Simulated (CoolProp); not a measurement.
Computed with CoolProp (reference Helmholtz-energy equation of state, Lemmon 2006). It is a short technical equation, of lower accuracy than the large ones.

Q: For n-nonane, give the phase and the Z, Joule-Thomson coefficient (K/MPa), isothermal compressibility (1/MPa), expansivity (1/kK) at 95.75 °C and 1710 kPa; 95.75 °C and 2280 kPa; 95.75 °C and 5700 kPa.

A: 
- 95.75 °C and 1710 kPa: liquid; Z 0.108, Joule-Thomson coefficient -0.331, isothermal compressibility 0.00200, expansivity 1.24
- 95.75 °C and 2280 kPa: liquid; Z 0.144, Joule-Thomson coefficient -0.333, isothermal compressibility 0.00198, expansivity 1.23
- 95.75 °C and 5700 kPa: liquid; Z 0.359, Joule-Thomson coefficient -0.343, isothermal compressibility 0.00184, expansivity 1.18
